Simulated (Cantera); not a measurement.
Carbon deposition, reforming and gasification: CH4 + H2O + N2

Charge: 1 mol CH4, 1 mol H2O, 0.71 mol N2, held at 30.0 bar.

Equilibrium computed with Cantera from the NASA thermochemical tables; the gas is ideal and each condensed phase is pure. Candidate condensed phases: C, C6H6, C7H8, C8H18, H2O; 136 gas species. Equilibrium is a limit: real reactors are often held back by kinetics, nucleation or transport.

From 1650 °C to 2250 °C nothing is condensed. The main C-bearing gas is CO throughout.

| T (°C) | x H2 | x CO | x N2 | x H | x H2O | x CH4 | x HCN |
|---|---|---|---|---|---|---|---|
| 1650 | 0.633 | 0.210 | 0.151 | 0.000137 | 0.00245 | 0.00166 | 0.000875 |
| 1750 | 0.634 | 0.211 | 0.151 | 0.000276 | 0.00204 | 0.00101 | 0.00105 |
| 1850 | 0.634 | 0.211 | 0.150 | 0.000522 | 0.00182 | 0.000615 | 0.00117 |
| 1950 | 0.634 | 0.211 | 0.150 | 0.000931 | 0.00170 | 0.000378 | 0.00125 |
| 2050 | 0.634 | 0.211 | 0.150 | 0.00158 | 0.00163 | 0.000237 | 0.00130 |
| 2150 | 0.633 | 0.211 | 0.150 | 0.00258 | 0.00160 | 0.000152 | 0.00133 |
| 2250 | 0.632 | 0.211 | 0.150 | 0.00403 | 0.00158 | 0.000101 | 0.00134 |
x: gas mole fraction; nothing condenses.
